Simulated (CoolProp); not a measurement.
A closed Brayton cycle with nitrogen: compressor inlet 330.15 K and 7.5 MPa, high pressure 24 MPa, turbine inlet 735 K, compressor efficiency 0.89, turbine efficiency 0.9, recuperator effectiveness 0 (on enthalpy, no pinch check). Each further row changes one setting.

Values from CoolProp's reference Helmholtz-energy equation of state, Span 2000.

```json
[
 {"case": "as stated", "thermal efficiency (%)": "___", "net work (kJ/kg)": "46.4", "compressor to turbine work": "0.78", "compressor exit (K)": "478.6", "turbine exit (K)": "553.6"},
 {"case": "turbine inlet 685 K", "thermal efficiency (%)": "13.7", "net work (kJ/kg)": "32.2", "compressor to turbine work": "0.83", "compressor exit (K)": "478.6", "turbine exit (K)": "514.3"},
 {"case": "compressor inlet 340.15 K", "thermal efficiency (%)": "15.0", "net work (kJ/kg)": "___", "compressor to turbine work": "0.80", "compressor exit (K)": "___", "turbine exit (K)": "553.6"},
 {"case": "high pressure 20.4 MPa", "thermal efficiency (%)": "14.9", "net work (kJ/kg)": "47.3", "compressor to turbine work": "0.74", "compressor exit (K)": "454.9", "turbine exit (K)": "576.0"},
 {"case": "recuperator effectiveness 0.5", "thermal efficiency (%)": "18.5", "net work (kJ/kg)": "46.4", "compressor to turbine work": "0.78", "compressor exit (K)": "478.6", "turbine exit (K)": "553.6"}
]
```

Q: What belongs in the gaps?

A: 
- as stated, thermal efficiency (%): 15.9
- compressor inlet 340.15 K, net work (kJ/kg): 41.3
- compressor inlet 340.15 K, compressor exit (K): 492.9
